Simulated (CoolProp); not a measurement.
Computed with CoolProp (reference Helmholtz-energy equation of state, Gao 2022).

Task: For n-perfluoropentane, give the phase and the cv (kJ/(kg K)), speed of sound (m/s), Joule-Thomson coefficient (K/MPa) at 425.1 K and 30.9 kPa; 425.1 K and 58.6 kPa.

Result: 
- 425.1 K and 30.9 kPa: gas; cv 0.947, speed of sound 112, Joule-Thomson coefficient 7.25
- 425.1 K and 58.6 kPa: gas; cv 0.947, speed of sound 111, Joule-Thomson coefficient 7.31
